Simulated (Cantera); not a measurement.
Input: 1 mol C₂F₆, 0.9 mol CH₄, 1.1 mol H₂, held at 67.0 mbar.

Equilibrium computed with Cantera from the NASA thermochemical tables; the gas is ideal and each condensed phase is pure. Candidate condensed phases: C, C₆H₆, C₇H₈, C₈H₁₈; 95 gas species. The feed counts by its element totals alone. Gases not in the tables: C₂F₆ and larger saturated fluorocarbons. Equilibrium is a limit: real reactors are often held back by kinetics, nucleation or transport.

x: gas mole fraction; n: condensed amount in mol.

| T (K) | x HF | x F | x CF₄ | x CF₂ | x CF₃ | x CF | x H | n C(graphite) |
|---|---|---|---|---|---|---|---|---|
| 1425 | 0.991 | 1.20e-6 | 0.00854 | [?] | 6.65e-7 | 9.69e-11 | 8.94e-9 | 2.85 |
| 1525 | 0.991 | 6.90e-6 | 0.00853 | [?] | 2.33e-6 | 1.42e-9 | 3.94e-8 | 2.85 |
| 1625 | 0.991 | 3.21e-5 | 0.00849 | [?] | 6.97e-6 | 1.49e-8 | 1.45e-7 | 2.85 |
| 1725 | 0.991 | 0.000124 | 0.00836 | [?] | 1.82e-5 | 1.18e-7 | 4.63e-7 | 2.85 |
| 1825 | 0.991 | 0.000413 | 0.00801 | [?] | 4.17e-5 | 7.40e-7 | 1.31e-6 | 2.85 |
| 1925 | 0.990 | 0.00119 | 0.00721 | [?] | 8.34e-5 | 3.75e-6 | 3.40e-6 | 2.85 |
| 2025 | 0.987 | 0.00298 | 0.00567 | [?] | 0.000139 | 1.56e-5 | 8.33e-6 | 2.84 |
| 2125 | 0.983 | 0.00637 | 0.00342 | [?] | 0.000178 | 5.27e-5 | 2.02e-5 | 2.84 |
| 2225 | 0.979 | 0.0113 | 0.00133 | [?] | 0.000155 | 0.000141 | 5.09e-5 | 2.84 |

Problem. Some entries are withheld; supply them.

Solution. 
- 1425, x CF₂: 4.69e-6
- 1525, x CF₂: 2.20e-5
- 1625, x CF₂: 8.50e-5
- 1725, x CF₂: 0.000278
- 1825, x CF₂: 0.000785
- 1925, x CF₂: 0.00192
- 2025, x CF₂: 0.00398
- 2125, x CF₂: 0.00666
- 2225, x CF₂: 0.00832
